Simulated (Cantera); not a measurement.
Input (Python, Cantera) and output of one run.

```python
import numpy as np
import cantera as ct

gas_names = """
    AL ALH ALN AL2 H H2 N NH NH2 NH3 N2 N2H2 N2H4
""".split()
cond_names = """
    AL(cr) AL(L) ALN(s)
""".split()


# ... load() reads the species with a 1 bar reference pressure and builds the phases ...
atoms = {
    'Al': {'AL': 1},
    'NH3': {'N': 1, 'H': 3},
    'H2': {'H': 2},
}
top_T = {'ALN(s)': 2750}  # K; cautious upper limits of use, not melting points


# ... equilibrate(T, P, feed) seeds the gas with the atoms and calls Mixture.equilibrate('TP', solver="vcs", rtol=1e-11, max_steps=5000) ...
results = []
feed = {'Al': 1, 'NH3': 11, 'H2': 2.2}  # mol
T = 1600  # K
P = 10000  # Pa
mix = equilibrate(T, P, feed)
results.append((T, P, feed, dict(zip(mix.species_names, mix.species_moles))))
x = sorted(zip(gas.X, gas.species_names), reverse=True)
print(f"T = {T:g} K  P = {P:g} Pa  gas = {mix.phase_moles(0):.4g} mol")
print("   x: " + "  ".join(f"{s} {v:.3e}" for v, s in x if v > 0.0001))
print("   condensed (mol): " + ("  ".join(f"{mix.phase(i).name} {mix.phase_moles(i):.4g}"
      for i in range(1, mix.n_phases) if mix.phase_moles(i) > 1e-12) or "none"))
```

Output:

```
T = 1600 K  P = 10000 Pa  gas = 23.7 mol
   x: H2 7.889e-01  N2 2.110e-01  H 1.527e-04
   condensed (mol): ALN(s) 1
```

Cantera equilibrium calculation (NASA polynomials, part measured and part estimated; ideal gas, pure solids and liquids).
